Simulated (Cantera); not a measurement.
Input (Python, Cantera):

```python
import numpy as np
import cantera as ct

gas = ct.Solution("gri30.yaml")
gas.TPX = 1400, 1200000, {'CH4': 1, 'O2': 3.45, 'N2': 13}
reactor = ct.IdealGasConstPressureReactor(gas, energy="on", clone=False)
net = ct.ReactorNet([reactor])
net.rtol, net.atol = 1e-08, 1e-16
show = ['CH4', 'O2', 'OH', 'NO', 'C2H6', 'C2H', 'H2O']
times = np.geomspace(3e-06, 8, 10)

steps = ct.SolutionArray(gas, extra=["t"])
rows = []
print(f"{'t/s':>10s}{'T/K':>9s}{'P/Pa':>11s}" + "".join(f"{s:>11s}" for s in show))
for t in times:
    while net.time < t:
        t_next = net.step()
        steps.append(gas.state, t=t_next)
    rows.append([np.interp(t, steps.t, y) for y in (steps.T, steps.P, *steps(*show).X.T)])
    print(f"{t:10.3e}{rows[-1][0]:9.1f}{rows[-1][1]:11.4g}" + "".join(f"{x:11.3e}" for x in rows[-1][2:]))
rate = np.gradient(steps.T, steps.t)
print("integrator steps:", len(steps.t))
if steps.T.max() > steps.T[0] + 200:
    print(f"time of steepest temperature rise: {steps.t[rate.argmax()]:.4e} s")
gas.TPX = 1400, 1200000, {'CH4': 1, 'O2': 3.45, 'N2': 13}
gas.equilibrate("HP")
print(f"equilibrium (HP): T = {gas.T:.1f} K  " + "  ".join(f"{s} {gas[s].X[0]:.3e}" for s in show))
```

Output:

```
       t/s      T/K       P/Pa        CH4         O2         OH         NO       C2H6        C2H        H2O
 3.000e-06   1400.0    1.2e+06  5.731e-02  1.977e-01  2.488e-09  5.012e-17  2.206e-10  9.918e-27  8.060e-08
 1.553e-05   1400.0    1.2e+06  5.730e-02  1.977e-01  1.987e-08  1.270e-15  6.290e-08  1.397e-22  2.741e-06
 8.037e-05   1400.8    1.2e+06  5.709e-02  1.976e-01  2.023e-07  8.221e-14  3.233e-05  1.233e-17  1.522e-04
 4.160e-04   2518.5    1.2e+06  3.950e-18  8.176e-02  6.832e-03  3.355e-04  2.464e-33  2.523e-23  1.099e-01
 2.153e-03   2508.4    1.2e+06  2.415e-18  7.907e-02  6.572e-03  5.834e-03  3.519e-34  2.383e-24  1.101e-01
 1.115e-02   2495.4    1.2e+06  2.140e-18  7.563e-02  6.246e-03  1.286e-02  2.809e-34  1.749e-24  1.103e-01
 5.769e-02   2494.7    1.2e+06  2.125e-18  7.544e-02  6.229e-03  1.324e-02  2.774e-34  1.719e-24  1.103e-01
 2.986e-01   2494.7    1.2e+06  2.125e-18  7.544e-02  6.229e-03  1.324e-02  2.774e-34  1.719e-24  1.103e-01
 1.546e+00   2494.7    1.2e+06  2.125e-18  7.544e-02  6.229e-03  1.324e-02  2.774e-34  1.719e-24  1.103e-01
 8.000e+00   2494.7    1.2e+06  2.125e-18  7.544e-02  6.229e-03  1.324e-02  2.774e-34  1.719e-24  1.103e-01
integrator steps: 1991
time of steepest temperature rise: 3.4064e-04 s
equilibrium (HP): T = 2494.7 K  CH4 3.088e-18  O2 7.544e-02  OH 6.229e-03  NO 1.324e-02  C2H6 4.658e-34  C2H 1.936e-24  H2O 1.103e-01
```

Cantera simulation using GRI-Mech 3.0 (53 species, 325 reactions); the numbers are that mechanism's predictions, not measurements. The pressure lies above the range GRI-Mech 3.0 was tuned for (to about 10 atm).
